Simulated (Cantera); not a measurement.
Charge: 1 mol Fe3O4, 20 mol H2, held at 2073.15 K.

These are equilibrium values from Cantera (NASA tables, ideal gas, pure condensed phases), not measurements of a reactor. Candidate condensed phases: Fe, FeO, Fe(OH)2, Fe(OH)3, Fe2O3, Fe3O4, H2O; 12 gas species. Kinetics and transport are ignored.

Question: At 12.8 Torr, list the 4 most abundant gas species with their mole fractions, and the condensed phases.

Answer: H2 0.747, H2O 0.188, Fe 0.0473, H 0.0174. Condensed: Fe(l).
